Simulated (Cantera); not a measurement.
What does this Cantera script print?

```python
import numpy as np
import cantera as ct

gas_names = """
    H HNO HNO2 HNO3 HO2 H2 H2O H2O2 N NH NH2 NH3 NH2OH NO NO2 NO3 N2 N2H2 N2H4 N2O O OH O2 O3 Si SiH
    SiH2 SiH3 SiH4 SiN SiO SiO2 Si2 Si2N Si3
""".split()
cond_names = """
    H2O(s) H2O(L) Si(cr) Si(L) SiO2(Lqz) SiO2(hqz) SiO2(L) Si2N2O(s) Si3N4(a)
""".split()


def load(file, names, dense=False):
    # The tables refer to 1 bar. Condensed volumes are neglected.
    table = {s.name: s for s in ct.Species.list_from_file(file)}
    out = []
    for n in names:
        d = dict(table[n].input_data)
        d["thermo"] = dict(d["thermo"], **{"reference-pressure": 1e5})
        if dense:
            d["equation-of-state"] = {"model": "constant-volume", "density": "1e6 g/cm^3"}
        out.append(ct.Species.from_dict(d))
    return out


gas = ct.Solution(thermo="ideal-gas", species=load("nasa_gas.yaml", gas_names))
cond = {s.name: ct.Solution(thermo="fixed-stoichiometry", species=[s], name=s.name)
        for s in load("nasa_condensed.yaml", cond_names, dense=True)}
atoms = {
    'Si3N4': {'Si': 3, 'N': 4},
    'O2': {'O': 2},
    'H2': {'H': 2},
}
top_T = {'Si2N2O(s)': 2100, 'Si3N4(a)': 2400}  # K; cautious upper limits of use, not melting points


def equilibrate(T, P, feed):
    n = {}
    for name, mol in feed.items():
        for a, k in atoms[name].items():
            n[a] = n.get(a, 0.0) + k * mol
    gas.TPX = T, P, n
    mass = sum(n.values()) * gas.mean_molecular_weight
    gas.equilibrate("TP")
    valid = [c for c in cond.values() if c.min_temp <= T <= top_T.get(c.name, c.max_temp)]
    mix = ct.Mixture([(gas, mass / gas.mean_molecular_weight)] + [(c, 0.0) for c in valid])
    mix.T, mix.P = T, P
    mix.equilibrate("TP", solver="vcs", rtol=1e-11, max_steps=5000)
    return mix


results = []
feed = {'Si3N4': 1, 'O2': 0.0015, 'H2': 110}  # mol
P = 13332.2  # Pa
for T in [1075, 1175, 1275, 1375, 1475, 1575, 1675, 1775, 1875, 1975, 2075]:
    mix = equilibrate(T, P, feed)
    results.append((T, P, feed, dict(zip(mix.species_names, mix.species_moles))))
    x = sorted(zip(gas.X, gas.species_names), reverse=True)
    print(f"T = {T:g} K  P = {P:g} Pa  gas = {mix.phase_moles(0):.4g} mol")
    print("   x: " + "  ".join(f"{s} {v:.3e}" for v, s in x if v > 0.0001))
    print("   condensed (mol): " + ("  ".join(f"{mix.phase(i).name} {mix.phase_moles(i):.4g}"
          for i in range(1, mix.n_phases) if mix.phase_moles(i) > 1e-12) or "none"))
```

Output:

```
T = 1075 K  P = 13332.2 Pa  gas = 110 mol
   x: H2 1.000e+00
   condensed (mol): Si2N2O(s) 0.003  Si3N4(a) 0.998
T = 1175 K  P = 13332.2 Pa  gas = 110 mol
   x: H2 1.000e+00
   condensed (mol): Si2N2O(s) 0.003  Si3N4(a) 0.998
T = 1275 K  P = 13332.2 Pa  gas = 110 mol
   x: H2 1.000e+00
   condensed (mol): Si2N2O(s) 0.002999  Si3N4(a) 0.998
T = 1375 K  P = 13332.2 Pa  gas = 110 mol
   x: H2 1.000e+00
   condensed (mol): Si(cr) 0.002436  Si2N2O(s) 0.002974  Si3N4(a) 0.9972
T = 1475 K  P = 13332.2 Pa  gas = 110 mol
   x: H2 9.997e-01  N2 2.155e-04
   condensed (mol): Si(cr) 0.03374  Si2N2O(s) 0.002615  Si3N4(a) 0.9868
T = 1575 K  P = 13332.2 Pa  gas = 110.2 mol
   x: H2 9.984e-01  N2 1.448e-03  H 1.137e-04
   condensed (mol): Si(cr) 0.2357  Si3N4(a) 0.9202
T = 1675 K  P = 13332.2 Pa  gas = 110.9 mol
   x: H2 9.919e-01  N2 7.704e-03  H 3.167e-04
   condensed (mol): Si(cr) 1.276  Si3N4(a) 0.5729
T = 1775 K  P = 13332.2 Pa  gas = 112 mol
   x: H2 9.813e-01  N2 1.785e-02  H 7.852e-04
   condensed (mol): Si(L) 2.991
T = 1875 K  P = 13332.2 Pa  gas = 112.1 mol
   x: H2 9.802e-01  N2 1.784e-02  H 1.777e-03
   condensed (mol): Si(L) 2.981
T = 1975 K  P = 13332.2 Pa  gas = 112.2 mol
   x: H2 9.780e-01  N2 1.781e-02  H 3.706e-03  Si 2.425e-04
   condensed (mol): Si(L) 2.951
T = 2075 K  P = 13332.2 Pa  gas = 112.5 mol
   x: H2 9.739e-01  N2 1.777e-02  H 7.199e-03  Si 7.642e-04  SiH 1.577e-04  SiH2 1.560e-04
   condensed (mol): Si(L) 2.87
```

Equilibrium computed with Cantera from the NASA thermochemical tables; the gas is ideal and each condensed phase is pure. Mutual solubility and eutectic melting of coexisting phases are not modelled. Gases not in the tables: Si2H6 and higher silanes.
